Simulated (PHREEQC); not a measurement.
30 mol of Gypsum (CaSO4:2H2O) is brought to equilibrium with 1 kg of water holding 0.21 mol/kgw KCl, with rising amounts of NaOH, at 25 °C. No CO2 enters from the air. The run lets Gypsum, Arcanite, Glaserite, Glauberite, Anhydrite, Halite, Mirabilite, Misenite, Portlandite, Sylvite, Syngenite, Thenardite precipitate or redissolve, and no other solid.

Model: Pitzer model, pitzer.dat, run in PHREEQC.

Q: Predict dissolved S (mol/kgw), Portlandite (mol), SO4-2 (mol/kgw) at NaOH added (mol) = 0.833, 1.46.

A: 
| NaOH added (mol) | dissolved S (mol/kgw) | Portlandite (mol) | SO4-2 (mol/kgw) |
|---|---|---|---|
| 0.833 | 0.360 | 0.348 | 0.360 |
| 1.46 | 0.653 | 0.650 | 0.653 |

Species that the database lacks are ignored. In brines, pH and single-ion activities rest on the MacInnes convention.
